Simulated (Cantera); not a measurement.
Cantera run, input and output.

```python
import numpy as np
import cantera as ct

gas = ct.Solution("gri30.yaml")
gas.TPX = 2098, 710000, {'CH4': 1, 'H2O': 0.37, 'H2': 0.099}
inlet = ct.Reservoir(gas, clone=True)

reactor = ct.IdealGasConstPressureReactor(gas, energy="off", clone=False)
exhaust = ct.Reservoir(gas, clone=True)
tau = [0.73, 0.37, 0.18, 0.093, 0.047, 0.023, 0.012, 0.0059, 0.003, 0.0015][0]
for a, b in ((inlet, reactor), (reactor, exhaust)):
    ct.MassFlowController(a, b, mdot=lambda t: reactor.mass / tau)
net = ct.ReactorNet([reactor])
show = ['CH4', 'H2O', 'H2', 'CH2O', 'OH', 'C2H4', 'HO2']

rows = []
print(f"{'tau/s':>10s}{'T/K':>9s}" + "".join(f"{s:>11s}" for s in show))
for tau in [0.73, 0.37, 0.18, 0.093, 0.047, 0.023, 0.012, 0.0059, 0.003, 0.0015]:
    net.initial_time = 0.0
    net.advance(30 * tau)
    before = gas.X
    net.advance(40 * tau)
    drift = np.max(np.abs(gas.X - before) / (gas.X + 1e-9))
    rows.append([gas.T, *gas[show].X, drift])
    print(f"{tau:10.3e}{gas.T:9.1f}" + "".join(f"{x:11.3e}" for x in gas[show].X))
```

Result:

```
     tau/s      T/K        CH4        H2O         H2       CH2O         OH       C2H4        HO2
 7.300e-01   2098.0  1.325e-02  6.883e-04  7.468e-01  2.864e-07  1.092e-07  2.195e-03  1.386e-16
 3.700e-01   2098.0  1.358e-02  1.341e-03  7.460e-01  2.892e-07  2.129e-07  2.200e-03  5.259e-16
 1.800e-01   2098.0  1.424e-02  2.703e-03  7.445e-01  2.958e-07  4.294e-07  2.211e-03  2.136e-15
 9.300e-02   2098.0  1.535e-02  5.070e-03  7.420e-01  3.092e-07  8.064e-07  2.230e-03  7.514e-15
 4.700e-02   2098.0  1.734e-02  9.474e-03  7.372e-01  3.412e-07  1.510e-06  2.266e-03  2.625e-14
 2.300e-02   2098.0  2.077e-02  1.745e-02  7.288e-01  4.215e-07  2.793e-06  2.334e-03  8.927e-14
 1.200e-02   2098.0  2.553e-02  2.881e-02  7.168e-01  5.866e-07  4.635e-06  2.434e-03  2.441e-13
 5.900e-03   2098.0  3.304e-02  4.625e-02  6.982e-01  9.680e-07  7.502e-06  2.593e-03  6.326e-13
 3.000e-03   2098.0  4.310e-02  6.713e-02  6.751e-01  1.677e-06  1.099e-05  2.798e-03  1.342e-12
 1.500e-03   2098.0  5.734e-02  9.091e-02  6.467e-01  2.962e-06  1.504e-05  3.076e-03  2.470e-12
```

Model: GRI-Mech 3.0 (53 species, 325 reactions), integrated in Cantera. GRI-Mech 3.0 stops at C3 and has no aromatics, soot or wall deposition, so with more carbon than oxygen in the feed, carbon stays in small species such as C2H2 where larger ones or solid carbon would form.
